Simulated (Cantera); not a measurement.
Mixture: 48.0 % H2, 10.9 % O2, 41.1 % N2, equivalence ratio 2.2, at 500000 Pa, adiabatic and at constant volume. Ignition delay is the time to a rise of 400 K.

Model: the H2/O2 subset of GRI-Mech 3.0, which has no nitrogen chemistry, integrated in Cantera. The hydrogen kinetics of GRI-Mech 3.0 are dated; newer H2 mechanisms differ, most at raised pressure. Below about 950 K walls govern HO2 and H2O2 in real vessels.

At T0 = 975 K, what is the delay, and which 6 reactions control it most (d ln τ / d ln k, from doubling and halving each rate constant)?

The delay is 14.5 ms.
| reaction | d ln τ / d ln k | faster rate |
|---|---|---|
| H + H2O2 <=> H2 + HO2 | -0.58 | shortens it |
| H + O2 <=> O + OH | -0.57 | shortens it |
| 2 OH (+M) <=> H2O2 (+M) | -0.52 | shortens it |
| H + O2 + M <=> HO2 + M | 0.28 | lengthens it |
| H + O2 + N2 <=> HO2 + N2 | 0.16 | lengthens it |
| 2 HO2 <=> H2O2 + O2 | 0.14 | lengthens it |
